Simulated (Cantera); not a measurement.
Input: 1 mol BN, 18 mol HCl, at 1277 °C and 0.263 Torr.

Method: chemical equilibrium by Gibbs-energy minimisation in Cantera with the NASA 1993 tables (ideal gas, pure condensed phases). Candidate condensed phases: B, BN, NH₄Cl; 21 gas species. The tables' values for BCl, BCl₂ are old estimates; treat these amounts as uncertain. Gases not in the tables: BHCl₂. The numbers say what is thermodynamically allowed, not how fast it happens.

What is the equilibrium state?


```
Item                                Result
-------------------------------  ---------
x(HCl)                               0.832
x(H₂)                               0.0805
x(BCl₃)                             0.0499
x(N₂)                               0.0276
x(Cl)                              0.00394
x(BCl)                             0.00275
x(BCl₂)                            0.00257
x(H)                              0.000478
gas amount                       18.11 mol
log10 activity of B(s) (absent)      -1.38
```
